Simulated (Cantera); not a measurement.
Input: 1 mol CCl4, 0.3 mol H2, held at 1100 °C and 12.0 Pa.

Cantera equilibrium calculation (NASA polynomials, part measured and part estimated; ideal gas, pure solids and liquids). Candidate condensed phases: C, C6H6, C7H8, C8H18; 91 gas species. Kinetics and transport are ignored.

Base state: Cl 0.716, HCl 0.167, Cl2 0.116 (mole fractions); condensed: C(graphite).

Problem. What changes in the equilibrium state with this change: pressure from 12.0 Pa to 26.0 Pa?

Solution. 
```csv
species,before,after
Cl,0.716,0.627
Cl2,0.116,0.194
HCl,0.167,0.179
"C(graphite), mol",1.000,1.000
```
